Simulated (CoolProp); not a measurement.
Properties of R1234ze(Z) along the isobar 1.53 MPa (Tc = 150.1 °C, pc = 3.531 MPa, ω = 0.327).

Computed with CoolProp (reference Helmholtz-energy equation of state, Akasaka 2019).

| T (°C) | phase | cv (kJ/(kg K)) | speed of sound (m/s) | Joule-Thomson coefficient (K/MPa) | isothermal compressibility (1/MPa) | fugacity coefficient |
|---|---|---|---|---|---|---|
| 30.25 | liquid | 0.8881 | 623.0 | -0.2125 | 0.003064 | 0.1345 |
| 43.85 | liquid | 0.9108 | 570.3 | -0.1497 | 0.003797 | 0.2008 |
| 57.55 | liquid | 0.9345 | 517.1 | -0.06982 | 0.004826 | 0.2874 |
| 71.25 | liquid | 0.9588 | 463.1 | 0.03638 | 0.006342 | 0.3954 |
| 84.85 | liquid | 0.9840 | 407.7 | 0.1867 | 0.008739 | 0.5243 |
| 98.55 | liquid | 1.011 | 348.1 | 0.4269 | 0.01312 | 0.6748 |
| 112.25 | gas | 1.012 | 131.8 | 20.62 | 1.002 | 0.7780 |
| 125.85 | gas | 1.010 | 141.2 | 17.18 | 0.9061 | 0.8045 |
| 139.55 | gas | 1.015 | 148.9 | 14.72 | 0.8496 | 0.8270 |
| 153.15 | gas | 1.023 | 155.5 | 12.86 | 0.8122 | 0.8461 |
| 166.85 | gas | 1.035 | 161.5 | 11.37 | 0.7852 | 0.8626 |
